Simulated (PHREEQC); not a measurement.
0.65 g of hydrous ferric oxide (600 m²/g; 0.2 weak and 0.005 strong sites per Fe, Dzombak-Morel constants, diffuse double layer) in 1 kg of water with 0.01 mol/kgw of an inert sodium salt and 0.00034 mol/kgw ZnSO4, 3.5e-05 mol/kgw Ag2SO4 and 0.00098 mol/kgw MnCl2, at 25 °C; the pH is set by adding NaOH or the inert anion's acid. No oxygen is let in. The system is closed to CO2. No solid was allowed to form.

Base run: PHREEQC, ion-association model, wateq4f.dat. Each further column changes one thing. The table gives S sorbed (%).

```tsv
pH	base	no electrostatic term (-no_edl)	background salt from 0.01 to 0.001 mol/kgw	oxide from 0.65 to 3.2 g/kgw
3	99.8	0.2	100.0	100.0
4.5	98.6	0.2	99.4	100.0
5.5	84.6	0.3	88.7	99.6
7	35.9	0.2	41.5	73.3
8.5	6.5	0.1	8.6	1.6
9.5	0.6	0.0	0.7	0.0
11	0.0	0.0	0.0	0.0
```

In at least one series the solution becomes supersaturated in solids that the run did not let form, among them Pyrochroite, Zn(OH)2-a, Zn4(OH)6SO4, Zn5(OH)8Cl2, Cerargyrite. The oxide is taken as insoluble; below pH 4 it would dissolve.
